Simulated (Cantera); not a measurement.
A perfectly stirred reactor is fed with CH₄ : H₂ : O₂ : N₂ = 1 : 0.94 : 4.26 : 16 (molar parts), at 12.0 bar; it is adiabatic with a 625 K inlet, and is followed from long to short residence time, starting on the burning branch (τ in s: 0.066, 0.035, 0.018, 0.0097, 0.0051, 0.0027, 0.0014, 0.00075, 0.0004, 0.00021, 0.00011, 5.8e-05).

Model: GRI-Mech 3.0 (53 species, 325 reactions), integrated in Cantera. The pressure lies above the range GRI-Mech 3.0 was tuned for (to about 10 atm).

One state of this run: T (K) = 1923; x CH₄ = 1.75e-5; x H₂ = 7.94e-5; x O₂ = 0.0823; x CO = 0.000310; x CH₃ = 4.48e-6; x H₂O = 0.135. x: mole fraction; the columns are a selection and need not sum to one.

Problem. Which value of τ (s) does it belong to?
A) 0.0027
B) 5.8e-5
C) 0.0051
D) 0.0097

Solution. C, 0.0051
